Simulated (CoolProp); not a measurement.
Chloromethane (R40) along the isotherm 435 K: fugacity coefficient from the reference equation and from simpler models built on Tc = 418.6 K, pc = 69.29 bar, ω = 0.150; each cubic takes its own stable root.

Values from CoolProp's reference Helmholtz-energy equation of state, Thol 2014.

| p (bar) | phase | reference | Redlich-Kwong | Peng-Robinson |
|---|---|---|---|---|
| 11.5 | gas | 0.9469 | 0.9499 | 0.9447 |
| 23.1 | gas | 0.8947 | 0.9003 | 0.8906 |
| 34.6 | gas | 0.8440 | 0.8520 | 0.8385 |
| 46.2 | gas | 0.7937 | 0.8038 | 0.7873 |
| 57.7 | gas | 0.7445 | 0.7562 | 0.7375 |
| 69.3 | supercritical | 0.6949 | 0.7077 | 0.6876 |
| 80.8 | supercritical | 0.6444 | 0.6575 | 0.6377 |
| 92.4 | supercritical | 0.5912 | 0.6047 | 0.5864 |
| 104 | supercritical | 0.5436 | 0.5587 | 0.5409 |
| 115 | supercritical | 0.5062 | 0.5225 | 0.5048 |
| 127 | supercritical | 0.4723 | 0.4897 | 0.4719 |
| 139 | supercritical | 0.4440 | 0.4623 | 0.4444 |
| 150 | supercritical | 0.4220 | 0.4410 | 0.4230 |
| 162 | supercritical | 0.4015 | 0.4210 | 0.4028 |
| 173 | supercritical | 0.3852 | 0.4052 | 0.3868 |
